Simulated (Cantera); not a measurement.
An isothermal, constant-pressure homogeneous reactor starts with 1.51 % CH₂O, 3.88 % O₂, 94.6 % N₂, at 1550 K and 4.93 atm.

Model: GRI-Mech 3.0 (53 species, 325 reactions), integrated in Cantera.

Problem. Predict: x(O₂) at 100 s; x(H₂) at 100 s; x(NO) at 100 s.

Solution. 
```json
{
  "x(O₂) at 100 s": "0.0236 (gas-phase equilibrium 0.0234)",
  "x(H₂) at 100 s": "1.60e-7 (gas-phase equilibrium 1.61e-7)",
  "x(NO) at 100 s": "1.90e-5 (gas-phase equilibrium 0.000569)"
}
```
